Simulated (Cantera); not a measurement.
Source: NASA polynomial tables (part measured, part estimated), evaluated in Cantera. Values are per mole of reaction as written; species without (g) are pure solids or liquids, kept so even where they would boil at 1 bar.

**Question.** Between 300 and 2348 K, where is each reaction favourable under standard conditions?
- 2 P2(g) + 5 O2(g) = P4O10(g)

**Answer.** 
- 2 P2(g) + 5 O2(g) = P4O10(g): ΔG° is -2874 kJ at 300 K and -804 kJ at 2348 K; it stays negative (K > 1). ΔH° is -3083 kJ and ΔS° -970 J/K at 2348 K.
